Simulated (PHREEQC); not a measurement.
Synthetic water in mg/kgw, 55 °C, pH 5.62, pe 8.6:

| constituent | mg/kgw |
|---|---|
| Na | 7.85 |
| K | 0.272 |
| Ca | 4.25 |
| Mg | 2.3 |
| Cl | 4.04 |
| S(6) as SO4 | 10.9 |
| Alkalinity as HCO3 | 24.3 |
| Pb | 0.312 |
| Zn | 0.248 |

Na is adjusted to close the charge balance.
Valence states are taken as typed.

Equilibrium calculation in PHREEQC: ion-association model, wateq4f.dat.

| quantity | before | after |
|---|---|---|
| CO2 (mol/kgw) | 0.00178 | 0.000176 |
| MgSO4 (mol/kgw) | 3.41e-6 | 3.41e-6 |
| CaSO4 (mol/kgw) | 2.11e-6 | 2.11e-6 |
| Pb+2 (mol/kgw) | 1.01e-6 | 4.96e-7 |
| MgHCO3+ (mol/kgw) | 4.52e-7 | 4.47e-7 |
| PbHCO3+ (mol/kgw) | 2.73e-7 | 1.33e-7 |
| SI of Pb(OH)2 (Pb(OH)2) | -2.04 | -0.34 |
| SI of Anglesite (PbSO4) | -2.45 | -2.76 |

Task: Name the change that produced these shifts.
A) K from 0.272 to 0.816 mg/kgw
B) temperature from 55 to 80 °C at the same typed pH
C) pH from 5.62 to 6.62 at the same alkalinity
D) pH from 5.62 to 5.5 at the same alkalinity

Result: C, pH from 5.62 to 6.62 at the same alkalinity

Precipitation was switched off in this run. At this temperature some constants are extrapolated from 25 °C, and those without enthalpy data are left unchanged.
